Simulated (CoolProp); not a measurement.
Properties of the fluoroketone C6F12O (FK-5-1-12) along the isobar 19.8 bar.

Model: reference Helmholtz-energy equation of state, McLinden 2015, in CoolProp.

```
T (K)          phase  density (kg/m³)  Joule-Thomson coefficient (K/MPa)  isothermal compressibility (1/MPa)  expansivity (1/kK)
-----  -------------  ---------------  ---------------------------------  ----------------------------------  ------------------
316.1         liquid             1558                         (withheld)                            0.003662               1.962
327.6         liquid             1522                            -0.1857                            0.004356               2.086
339.2         liquid             1484                            -0.1437                            0.005254               2.236
350.7         liquid       (withheld)                           -0.09185                            0.006418               2.418
362.3         liquid             1404                           -0.02542                            0.007996          (withheld)
373.8         liquid             1359                            0.06068                             0.01017               2.936
385.4         liquid             1311                             0.1790                             0.01337               3.328
396.9         liquid             1258                             0.3480                             0.01831               3.880
408.5         liquid             1197                             0.6158                             0.02691               4.748
420.1         liquid             1124                              1.102                             0.04465               6.330
431.6         liquid             1026                              2.259                             0.09704               10.28
443.2  supercritical            804.4                         (withheld)                               1.181               65.08
454.7  supercritical            316.4                              17.93                               1.346               21.69
```

Complete the blanks.


- 316.1, Joule-Thomson coefficient (K/MPa): -0.2196
- 350.7, density (kg/m³): 1445
- 362.3, expansivity (1/kK): 2.646
- 443.2, Joule-Thomson coefficient (K/MPa): 11.37
